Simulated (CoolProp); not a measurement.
Properties of hexamethyldisiloxane (MM) at several states (Tc = 518.7 K, pc = 1.931 MPa, ω = 0.418).

Model: reference Helmholtz-energy equation of state, Thol 2016, in CoolProp.

| T (K) | p (MPa) | phase | density (kg/m³) | cp (kJ/(kg K)) | speed of sound (m/s) | fugacity coefficient |
|---|---|---|---|---|---|---|
| 398.2 | 0.0175 | gas | 0.8654 | 1.762 | 143.8 | 0.9919 |
| 582.6 | 0.0133 | gas | 0.4466 | [?] | [?] | 0.9984 |
| 380.9 | 1.61 | liquid | 670.9 | [?] | 616.1 | 0.08072 |

Fill in the missing entries.


- 582.6, cp (kJ/(kg K)): 2.194
- 582.6, speed of sound (m/s): 174.5
- 380.9, cp (kJ/(kg K)): 2.128
